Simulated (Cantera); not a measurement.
## Hydrocarbon pyrolysis for carbon deposition

An isothermal, constant-pressure homogeneous reactor starts with 7.69 % C3H8, 92.3 % H2, at 1500 K and 20.0 Torr.

Detailed kinetics in Cantera: GRI-Mech 3.0 (53 species, 325 reactions). GRI-Mech 3.0 was tuned for natural gas; its chemistry of propane as a main component is partial and can be far from experiment. GRI-Mech 3.0 stops at C3 and has no aromatics, soot or wall deposition, so with more carbon than oxygen in the feed, carbon stays in small species such as C2H2 where larger ones or solid carbon would form. Radical loss at walls, strong at low pressure, is not modelled.

| t (s) | x C3H8 | x H2 | x C2H | x CH4 | x C2H6 | x CH2 |
|---|---|---|---|---|---|---|
| 3.00e-6 | 0.0768 | 0.923 | <1e-12 | 3.48e-6 | 1.23e-6 | 3.79e-11 |
| 7.98e-6 | 0.0766 | 0.923 | <1e-12 | 2.45e-5 | 8.02e-6 | 8.63e-10 |
| 2.12e-5 | 0.0758 | 0.922 | <1e-12 | 0.000187 | 4.61e-5 | 2.01e-8 |
| 5.64e-5 | 0.0726 | 0.919 | 1.04e-12 | 0.00161 | 0.000203 | 3.86e-7 |
| 0.000150 | 0.0578 | 0.906 | 1.27e-10 | 0.0121 | 0.000698 | 2.63e-6 |
| 0.000399 | 0.0152 | 0.867 | 1.07e-8 | 0.0521 | 0.00158 | 4.80e-6 |
| 0.00106 | 0.000226 | 0.856 | 3.94e-8 | 0.0730 | 0.000468 | 1.35e-6 |
| 0.00282 | 2.27e-6 | 0.858 | 2.21e-8 | 0.0740 | 0.000121 | 2.18e-7 |
| 0.00751 | 2.60e-8 | 0.859 | 1.17e-8 | 0.0737 | 3.68e-5 | 4.12e-8 |
| 0.0200 | 4.11e-9 | 0.860 | 6.89e-9 | 0.0733 | 1.19e-5 | 1.01e-8 |
| 0.0531 | 1.50e-9 | 0.861 | 5.54e-9 | 0.0726 | 5.40e-6 | 4.50e-9 |
| 0.141 | 8.09e-10 | 0.863 | 7.31e-9 | 0.0717 | 4.69e-6 | 5.15e-9 |
| 0.376 | 5.98e-10 | 0.864 | 1.02e-8 | 0.0706 | 5.73e-6 | 7.94e-9 |
| 1.00 | 5.59e-10 | 0.866 | 1.07e-8 | 0.0683 | 5.56e-6 | 8.09e-9 |
x: mole fraction; the columns are a selection and need not sum to one.

Equilibrium at this temperature and pressure: C3H8 7.42e-12, H2 0.903, C2H 1.95e-8, CH4 0.00583, C2H6 1.28e-7, CH2 1.28e-9 (gas phase only).
